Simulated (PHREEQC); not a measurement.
A solution holds 0.35 mol/kgw HCl, 0.025 mol/kgw FeSO4 and 0.0088 mol/kgw MnSO4, at 25 °C. Closed to the air; pH follows from the charge balance.

The numbers come from PHREEQC with the ion-association model, wateq4f.dat.

| quantity | before | after |
|---|---|---|
| pH | 0.61 | 0.93 |
| ionic strength (mol/kgw) | 0.410 | 0.240 |
| HSO4- (mol/kgw) | 0.0277 | 0.0243 |
| SO4-2 (mol/kgw) | 0.00353 | 0.00557 |
| FeCl+ (mol/kgw) | 0.00242 | 0.00143 |
| FeHSO4+ (mol/kgw) | 0.00166 | 0.00177 |
| SI of Melanterite (FeSO4:7H2O) | -3.21 | -2.83 |

Q: Which change was made?
A) HCl from 0.35 to 0.175 mol/kgw
B) temperature from 25 to 30 °C
C) temperature from 25 to 80 °C
D) MnSO4 left out

A: A, HCl from 0.35 to 0.175 mol/kgw

Precipitation was switched off in this run.
